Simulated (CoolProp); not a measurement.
A simple Rankine cycle with water: condensing at 303.15 K, boiler at 0.383 MPa, turbine inlet 417.2 K, turbine efficiency 0.85, pump efficiency 0.7, no recuperator. Each further row changes one setting.

Values from CoolProp's reference Helmholtz-energy equation of state, Wagner 2002.

```csv
case,thermal efficiency (%),net work (kJ/kg),heat in (kJ/kg),turbine exit temperature (K),volume ratio over the turbine
as stated,21.1,?,2610,303.1,?
turbine inlet 437.2 K,21.1,562,?,303.1,?
condensing temperature 295.15 K,22.5,?,2650,295.1,88.9
boiler pressure 0.268 MPa,19.5,513,?,303.1,?
turbine efficiency 0.75,18.6,486,2610,303.1,59.4
```

**Question.** Some entries are withheld; supply them.

**Answer.** 
- as stated, net work (kJ/kg): 551
- as stated, volume ratio over the turbine: 57.6
- turbine inlet 437.2 K, heat in (kJ/kg): 2660
- turbine inlet 437.2 K, volume ratio over the turbine: 55.5
- condensing temperature 295.15 K, net work (kJ/kg): 596
- boiler pressure 0.268 MPa, heat in (kJ/kg): 2620
- boiler pressure 0.268 MPa, volume ratio over the turbine: 40.8

The expansion ends wet for: as stated; turbine inlet 437.2 K; condensing temperature 295.15 K; boiler pressure 0.268 MPa; turbine efficiency 0.75.
